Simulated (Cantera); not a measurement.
A closed system holds: 1 mol Si, 1.6 mol Cl2, 6.7 mol H2, at 1275 K and 2.70 bar.

Cantera equilibrium calculation (NASA polynomials, part measured and part estimated; ideal gas, pure solids and liquids). Candidate condensed phases: Si; 19 gas species. The tables' values for SiCl3 are old estimates; treat these amounts as uncertain. Equilibrium is a limit: real reactors are often held back by kinetics, nucleation or transport.

Base state: H2 0.842, SiCl4 0.0539, HCl 0.0458, SiHCl3 0.0401, SiCl3 0.00731, SiCl2 0.00645, SiH2Cl2 0.00413, SiH3Cl 0.000119 (mole fractions); condensed: Si(s).

What changes in the equilibrium state with this change: pressure from 2.70 bar to 0.110 bar?


```json
[
 {"species": "H2", "before": "0.842", "after": "0.805"},
 {"species": "HCl", "before": "0.0458", "after": "0.0941"},
 {"species": "SiCl4", "before": "0.0539", "after": "0.0431"},
 {"species": "SiHCl3", "before": "0.0401", "after": "0.0149"},
 {"species": "SiCl2", "before": "0.00645", "after": "0.0285"},
 {"species": "SiCl3", "before": "0.00731", "after": "0.0137"},
 {"species": "SiH3Cl", "before": "0.000119", "after": "9.50e-6"},
 {"species": "SiH2Cl2", "before": "0.00413", "after": "0.000711"},
 {"species": "Si(s), mol", "before": "0.156", "after": "0.214"}
]
```
